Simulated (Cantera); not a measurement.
Ignition delay

Mixture: 11.0 % CH₄, 0.964 % C₂H₆, 18.5 % O₂, 69.6 % N₂, at 8250 Torr, adiabatic and at constant pressure. Ignition delay is the time to a rise of 400 K.

Model: GRI-Mech 3.0 (53 species, 325 reactions), integrated in Cantera.

```
T0 (K)  delay (ms)
------  ----------
1025          11.7
1075          5.09
1125          2.51
1175          1.36
1225         0.792
1275         0.481
1325         0.300
1375         0.191
1425         0.123
```

apparent activation energy between 1325 and 1425 K: 140 kJ/mol
